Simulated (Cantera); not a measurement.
Cantera with NASA thermochemical tables; ideal gases at 1 bar, condensed phases pure. Values are per mole of reaction as written; species without (g) are pure solids or liquids, kept so even where they would boil at 1 bar.

**Question.** Between 300 and 673 K, where is each reaction favourable under standard conditions?
- 3 P4O10 = 6 P2(g) + 10 O3(g)

**Answer.** 
- 3 P4O10 = 6 P2(g) + 10 O3(g): ΔG° is 10406 kJ at 300 K and 9307 kJ at 673 K; it stays positive (K < 1). ΔH° is 11234 kJ and ΔS° 2863 J/K at 673 K.
